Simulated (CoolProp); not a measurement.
Vapour-liquid equilibrium of propylene (1) + n-hexane (2) at 7.05 °C; x and y are mole fractions of (1).

Values from CoolProp's multi-fluid Helmholtz-energy mixture model, Lemmon 2013 and Thol 2019; pair parameters Bell 2016.

Q: Give the bubble pressure and the first vapour's composition at x = 0.05, 0.5, 0.8. Is there an azeotrope?

A: x = 0.05: 0.06012 MPa, y = 0.858; x = 0.5: 0.3408 MPa, y = 0.982; x = 0.8: 0.5534 MPa, y = 0.995. No azeotrope shows between x = 0.05 and 0.95.

Pair parameters are fitted to limited data, so mixtures are less certain than the pure fluids. The gap from Raoult's law changes sign with composition, which may be real or a fault of the pair parameters; it wasn't checked against measurements.
